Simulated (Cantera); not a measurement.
A closed system holds: 1 mol Pb, 4.1 mol CO₂, 160 mol N₂, at 2.80 mbar.

Method: chemical equilibrium by Gibbs-energy minimisation in Cantera with the NASA 1993 tables (ideal gas, pure condensed phases). Candidate condensed phases: C, Pb, PbO, PbO₂, Pb₃O₄; 27 gas species. Rates play no part.

Question: At 1673 K, list the 4 most abundant gas species with their mole fractions, and the condensed phases.

Answer: N₂ 0.969, CO₂ 0.0236, Pb 0.00566, CO 0.00120. Condensed: gas only.
